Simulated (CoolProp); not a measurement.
Saturation properties of decamethylcyclopentasiloxane (D5) (Tc = 345.1 °C, pc = 10.78 bar, ω = 0.631).

Model: reference Helmholtz-energy equation of state, Thol 2019, in CoolProp.

```
T (°C)  p (bar)  liquid density (kg/m³)  vapour density (kg/m³)  enthalpy of vaporisation (kJ/kg)
------  -------  ----------------------  ----------------------  --------------------------------
188.85        …                   771.5                   6.019                             117.7
200.75   0.7931                   756.5                   8.084                             113.6
212.55    1.052                   741.0                   10.66                                 …
224.45    1.374                   724.7                   13.91                                 …
236.35    1.767                   707.7                   17.93                             100.4
248.15    2.236                   689.8                   22.86                                 …
260.05    2.799                   670.5                   29.01                             90.50
271.85    3.459                   649.9                   36.57                             85.04
283.75    4.237                   627.1                   46.12                                 …
295.55    5.137                   601.6                   58.18                                 …
```

Question: Complete the blanks.

Answer: 
- 188.85, p (bar): 0.5852
- 212.55, enthalpy of vaporisation (kJ/kg): 109.4
- 224.45, enthalpy of vaporisation (kJ/kg): 105.0
- 248.15, enthalpy of vaporisation (kJ/kg): 95.62
- 283.75, enthalpy of vaporisation (kJ/kg): 79.03
- 295.55, enthalpy of vaporisation (kJ/kg): 72.40

It boils at 210.9 °C under 1 atm.
